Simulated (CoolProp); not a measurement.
Vapour-liquid equilibrium of R13 (1) + isobutane (2) at 1.98 bar; x and y are mole fractions of (1).

Model: multi-fluid Helmholtz-energy mixture model, Platzer 1990 and Bücker 2006; pair parameters Bell 2016, in CoolProp. This equation is an older, rougher fit; its heat capacities, sound speeds and derivatives of the liquid may be far off and weren't checked against measurements.

Problem. Give the bubble temperature and the first vapour's composition at x = 0.05, 0.2, 0.5. Is there an azeotrope?

Solution. x = 0.05: 260.7 K, y = 0.507; x = 0.2: 232.3 K, y = 0.876; x = 0.5: 216.1 K, y = 0.962. No azeotrope shows between x = 0.05 and 0.95.

The pair parameters rest on a limited set of measurements; away from them the model extrapolates.
